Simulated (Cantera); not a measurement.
Charge: 1 mol MgO, 4 mol CH4, 0.079 mol CO, 0.00015 mol H2, at 8900 Pa.

Method: chemical equilibrium by Gibbs-energy minimisation in Cantera with the NASA 1993 tables (ideal gas, pure condensed phases). Candidate condensed phases: C, C6H6, C7H8, C8H18, H2O, Mg, MgCO3, MgO, Mg(OH)2; 116 gas species. The numbers say what is thermodynamically allowed, not how fast it happens.

Question: Which condensed phases are stable at each of these points (T (K)): 1173, 1273, 1373, 1473, 1573, 1673, 1773, 1873, 1973, 2073, 2173, 2273?

Answer: 
```
T (K)      condensed phases  Mg condensed (%)
-----  --------------------  ----------------
1173   C(graphite) + MgO(s)             100.0
1273   C(graphite) + MgO(s)             100.0
1373   C(graphite) + MgO(s)              99.9
1473   C(graphite) + MgO(s)              98.0
1573   C(graphite) + MgO(s)              80.6
1673            C(graphite)               0.0
1773            C(graphite)               0.0
1873            C(graphite)               0.0
1973            C(graphite)               0.0
2073            C(graphite)               0.0
2173            C(graphite)               0.0
2273            C(graphite)               0.0
```

From 1173 K to 1573 K the condensed part is C(graphite) + MgO(s). From 1673 K to 2273 K the condensed part is C(graphite).
